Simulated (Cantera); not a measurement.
Input: 1 mol FeS2, 9.5 mol O2, 0.25 mol H2O, equilibrated at 400 °C and 7.10 bar.

These are equilibrium values from Cantera (NASA tables, ideal gas, pure condensed phases), not measurements of a reactor. The numbers say what is thermodynamically allowed, not how fast it happens.

| species | before | after |
|---|---|---|
| SO2 | 4.64e-5 | 0.545 |
| H2O | 0.0270 | 0.454 |
| H2S | <1e-9 | 0.000745 |
| O2 | 0.895 | <1e-9 |
| SO3 | 0.0659 | 3.59e-9 |
| H2SO4 | 0.0119 | 1.09e-8 |
| S2O | <1e-9 | 4.08e-5 |
| S2 | <1e-9 | 3.56e-5 |
| Fe2(SO4)3(s), mol | 0.500 | 0 |
| FeSO4(s), mol | 0 | 0.300 |
| FeS2(s), mol | 0 | 0.700 |
Gas species are given as mole fractions.

Task: Name the change that produced these shifts.
(A) H2O from 0.25 to 2.1 mol
(B) pressure from 7.10 bar to 2.70 bar
(C) O2 from 9.5 to 0.9 mol
(D) H2O from 0.25 to 0.58 mol

Result: C, O2 from 9.5 to 0.9 mol
